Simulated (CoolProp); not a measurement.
A closed Brayton cycle with dry air: compressor inlet 314.15 K and 3.4 MPa, high pressure 10.3 MPa, turbine inlet 830 K, compressor efficiency 0.89, turbine efficiency 0.9, recuperator effectiveness 0.9 (on enthalpy, no pinch check). Each further row changes one setting.

The numbers come from the reference Helmholtz-energy equation of state, Lemmon 2000 in CoolProp. It is a pseudo-pure fit of the blend.

| case | thermal efficiency (%) | net work (kJ/kg) | compressor to turbine work | compressor exit (K) | turbine exit (K) |
|---|---|---|---|---|---|
| as stated | 32.6 | 76.6 | 0.64 | 446.8 | 639.3 |
| turbine inlet 780 K | 29.2 | 63.7 | ? | 446.8 | ? |
| compressor inlet 324.15 K | 30.9 | 72.1 | ? | 460.7 | 639.3 |
| high pressure 8.76 MPa | 33.8 | 71.9 | 0.61 | 424.8 | 664.2 |
| recuperator effectiveness 0.5 | 24.2 | 76.6 | 0.64 | 446.8 | 639.3 |

Question: Complete the blanks.

Answer: 
- turbine inlet 780 K, compressor to turbine work: 0.68
- turbine inlet 780 K, turbine exit (K): 599.1
- compressor inlet 324.15 K, compressor to turbine work: 0.66
